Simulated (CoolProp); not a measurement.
R1233zd(E) along the isotherm 450 K: fugacity coefficient from the reference equation and from simpler models built on Tc = 438.9 K, pc = 3583 kPa, ω = 0.304; each cubic takes its own stable root.

Values from CoolProp's reference Helmholtz-energy equation of state, Akasaka 2022.

| p (kPa) | phase | reference |
|---|---|---|
| 2760 | gas | 0.7591 |
| 5510 | supercritical | 0.5172 |
| 8270 | supercritical | 0.3894 |
| 11000 | supercritical | 0.3270 |
| 13800 | supercritical | 0.2903 |
| 16500 | supercritical | 0.2685 |
| 19300 | supercritical | 0.2540 |
| 22000 | supercritical | 0.2452 |
| 24800 | supercritical | 0.2397 |
| 27600 | supercritical | 0.2370 |
| 30300 | supercritical | 0.2364 |
| 33100 | supercritical | 0.2375 |
| 35800 | supercritical | 0.2399 |

How far does each simpler model (van der Waals, Redlich-Kwong, Peng-Robinson) lie from the reference over these 13 states: mean and median of the absolute difference, and the worst?


- van der Waals: mean 31.6 %, median 31.2 %, worst +62.3 % at 450 K and 35800 kPa
- Redlich-Kwong: mean 8.3 %, median 9.2 %, worst +13.5 % at 450 K and 35800 kPa
- Peng-Robinson: mean 0.7 %, median 0.7 %, worst -1.5 % at 450 K and 2760 kPa
